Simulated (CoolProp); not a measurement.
Vapour pressure (MPa) of n-heptane: the reference equation beside estimates from Tc = 268.1 °C, pc = 2.774 MPa, ω = 0.349. Clausius-Clapeyron is anchored at 108.45 °C with a constant enthalpy of vaporisation of 31.01 kJ/mol.

Computed with CoolProp (reference Helmholtz-energy equation of state, Span 2003). It is a short technical equation, of lower accuracy than the large ones.

| T (°C) | reference | Lee-Kesler | Clausius-Clapeyron | van der Waals | Redlich-Kwong | Peng-Robinson |
|---|---|---|---|---|---|---|
| 108.45 | 0.1350 | 0.1342 | 0.1350 | 0.5768 | 0.2577 | 0.1338 |
| 110.35 | 0.1422 | 0.1414 | 0.1417 | 0.5915 | 0.2686 | 0.1409 |
| 112.35 | 0.1501 | 0.1494 | 0.1490 | 0.6072 | 0.2804 | 0.1488 |
| 114.25 | 0.1579 | 0.1573 | 0.1562 | 0.6224 | 0.2919 | 0.1565 |
| 116.25 | 0.1665 | 0.1660 | 0.1641 | 0.6387 | 0.3045 | 0.1650 |
| 118.15 | 0.1750 | 0.1745 | 0.1720 | 0.6544 | 0.3167 | 0.1735 |
| 120.05 | 0.1838 | 0.1834 | 0.1801 | 0.6703 | 0.3293 | 0.1822 |
| 122.05 | 0.1935 | 0.1931 | 0.1889 | 0.6873 | 0.3430 | 0.1918 |
| 123.95 | 0.2030 | 0.2027 | 0.1976 | 0.7038 | 0.3563 | 0.2013 |
| 125.95 | 0.2134 | 0.2132 | 0.2072 | 0.7214 | 0.3708 | 0.2116 |
| 127.85 | 0.2237 | 0.2236 | 0.2165 | 0.7384 | 0.3848 | 0.2218 |
| 129.85 | 0.2349 | 0.2349 | 0.2268 | 0.7565 | 0.4001 | 0.2330 |
| 131.75 | 0.2460 | 0.2460 | 0.2368 | 0.7740 | 0.4149 | 0.2440 |
| 133.65 | 0.2574 | 0.2575 | 0.2473 | 0.7918 | 0.4302 | 0.2554 |
| 135.65 | 0.2699 | 0.2701 | 0.2586 | 0.8107 | 0.4467 | 0.2678 |

Absolute difference from the reference over all 15 rows, mean and median: Lee-Kesler 0.2 and 0.2 %, Clausius-Clapeyron 2.3 and 2.4 %, van der Waals 258.6 and 255.2 %, Redlich-Kwong 77.6 and 77.3 %, Peng-Robinson 0.9 and 0.9 %.
